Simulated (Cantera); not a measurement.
H2S + SO2 + H2 (abatement and gas-phase synthesis)

Feed: 1 mol H2S, 0.49 mol SO2, 0.08 mol H2, equilibrated at 1950 °C.

These are equilibrium values from Cantera (NASA tables, ideal gas, pure condensed phases), not measurements of a reactor. Candidate condensed phases: H2O, H2SO4, S; 19 gas species. The ideal-gas law is rough above about 30 bar. Equilibrium is a limit: real reactors are often held back by kinetics, nucleation or transport.

```csv
P (Pa),x H2O,x H2,x S2,x H,x S,x SO,x H2S,x SO2,x SH,x S2O
10,0.0347,0.189,0.0303,0.279,0.206,0.187,0.000113,0.0494,0.00844,7.21e-5
84,0.0787,0.291,0.105,0.119,0.132,0.178,0.000934,0.0691,0.0195,0.000369
710,0.141,0.316,0.186,0.0427,0.0606,0.134,0.00392,0.0858,0.0270,0.00108
6000,0.210,0.287,0.243,0.0140,0.0238,0.0865,0.0118,0.0909,0.0294,0.00231
50000,0.275,0.234,0.277,0.00439,0.00882,0.0513,0.0298,0.0865,0.0284,0.00422
420000,0.327,0.172,0.290,0.00130,0.00311,0.0293,0.0649,0.0800,0.0249,0.00715
3600000,0.358,0.111,0.283,0.000355,0.00105,0.0169,0.121,0.0784,0.0197,0.0119
30000000,0.363,0.0621,0.259,9.22e-5,0.000348,0.0101,0.187,0.0846,0.0142,0.0197
```
x: gas mole fraction; nothing condenses.

From 10.0 Pa to 300 bar nothing is condensed.
